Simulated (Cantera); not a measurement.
Gas mixture: 38.6 % CO, 32.6 % C2H6, 28.8 % CH3OH, at 6.23 Torr, frozen composition.

Cantera's kinetic-theory transport with the Lennard-Jones parameters of GRI-Mech 3.0, ideal gas; thermal conductivity in the mixture-averaged form. Polar gases are described roughly by these parameters. The composition is frozen, though it would react at the higher temperatures.

D: mixture-averaged diffusion coefficient of that species in the mixture.

```tsv
T (K)	ρ (kg/m³)	cp (J/kg/K)	μ (µPa s)	λ (mW/m/K)	Pr	D (cm²/s) CH3	D (cm²/s) C2H2	D (cm²/s) H2
400	0.00745	1588	15.4	31.8	0.769	___	27.5	132
500	0.00596	1810	18.7	43.0	0.787	___	41.5	193
600	0.00497	2020	21.7	54.6	0.805	___	57.7	263
700	0.00426	2206	24.6	66.2	0.819	___	76.0	342
800	0.00372	2363	27.3	77.7	0.829	___	96.0	428
900	0.00331	2500	29.8	89.1	0.837	___	118	521
1000	0.00298	2635	32.2	100	0.848	___	141	621
1100	0.00271	2745	34.6	111	0.854	___	167	728
1200	0.00248	2841	36.8	122	0.860	___	193	841
```

### Question
Some entries are withheld; supply them.

### Answer

- 400, D (cm²/s) CH3: 37.4
- 500, D (cm²/s) CH3: 56.0
- 600, D (cm²/s) CH3: 77.4
- 700, D (cm²/s) CH3: 101
- 800, D (cm²/s) CH3: 128
- 900, D (cm²/s) CH3: 156
- 1000, D (cm²/s) CH3: 187
- 1100, D (cm²/s) CH3: 220
- 1200, D (cm²/s) CH3: 255
